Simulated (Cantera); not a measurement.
A closed system holds: 1 mol SiHCl3, 0.018 mol C2H2, 8.5 mol H2, 0.11 mol HCl, equilibrated at 1423 K and 10.0 mbar.

Equilibrium computed with Cantera from the NASA thermochemical tables; the gas is ideal and each condensed phase is pure. Candidate condensed phases: C, C6H6, C7H8, C8H18, Si, SiC; 109 gas species. Mutual solubility and eutectic melting of coexisting phases are not modelled. The tables' values for SiCl3 are old estimates; treat these amounts as uncertain. The numbers say what is thermodynamically allowed, not how fast it happens.

Base state: H2 0.789, HCl 0.135, SiCl2 0.0696, SiCl3 0.00445, SiCl4 0.00113, SiHCl3 0.000510, H 5.90e-5, SiH2Cl2 3.53e-5 (mole fractions); condensed: Si(s) + SiC(s).

Task: What changes in the equilibrium state with this change: HCl from 0.11 to 0.68 mol?

Result: 
```tsv
species	before	after
H2	0.789	0.766
HCl	0.135	0.148
SiCl2	0.0696	0.0787
SiCl4	0.00113	0.00157
SiCl3	0.00445	0.00559
SiHCl3	0.000510	0.000632
SiH2Cl2	3.53e-5	3.87e-5
Si(s), mol	0.162	0
SiC(s), mol	0.0360	0.0360
```

Task: What changes in the equilibrium state with this change: SiHCl3 replaced by SiH4?

Result: 
```json
[
 {"species": "H2", "before": "0.789", "after": "0.990"},
 {"species": "HCl", "before": "0.135", "after": "0.00976"},
 {"species": "SiCl2", "before": "0.0696", "after": "0.000290"},
 {"species": "SiCl4", "before": "0.00113", "after": "1.95e-8"},
 {"species": "SiCl3", "before": "0.00445", "after": "1.20e-6"},
 {"species": "SiHCl3", "before": "0.000510", "after": "1.54e-7"},
 {"species": "SiH2Cl2", "before": "3.53e-5", "after": "1.85e-7"},
 {"species": "Si(s), mol", "before": "0.162", "after": "0.961"},
 {"species": "SiC(s), mol", "before": "0.0360", "after": "0.0360"}
]
```
